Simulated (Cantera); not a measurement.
Mixture: CH4 : C2H6 : C3H8 : O2 : N2 = 1 : 0.25 : 1.1 : 9.52 : 61.9 (molar parts), equivalence ratio 0.88, at 0.320 bar, adiabatic and at constant volume. Ignition delay is the time to a rise of 400 K.

Detailed kinetics in Cantera: GRI-Mech 3.0 (53 species, 325 reactions). GRI-Mech 3.0 was tuned for natural gas; its chemistry of propane as a main component is partial and can be far from experiment.

### Question
What does this change do: pressure from 0.320 bar to 5.40 bar?

### Answer
```
quantity                                                before       after
--------------------------------------------------  ----------  ----------
delay at 1125 K                                        44.7 ms     6.98 ms
delay at 1325 K                                        1.43 ms    0.310 ms
delay at 1525 K                                       0.188 ms     30.3 µs
delay at 1725 K                                        59.9 µs     6.93 µs
apparent activation energy between 1625 and 1825 K  110 kJ/mol  140 kJ/mol
```
